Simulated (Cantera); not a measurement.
Charge: 1 mol C2F6, 3.8 mol H2, at 3198.15 K.

Method: chemical equilibrium by Gibbs-energy minimisation in Cantera with the NASA 1993 tables (ideal gas, pure condensed phases). Candidate condensed phases: C, C6H6, C7H8, C8H18; 95 gas species. The feed counts by its element totals alone. Equilibrium is a limit: real reactors are often held back by kinetics, nucleation or transport.

### Question
At 7.20 mbar, list the 5 most abundant gas species with their mole fractions, and the condensed phases.

### Answer
HF 0.454, H 0.300, F 0.143, C3 0.0474, C 0.0220. Condensed: gas only.
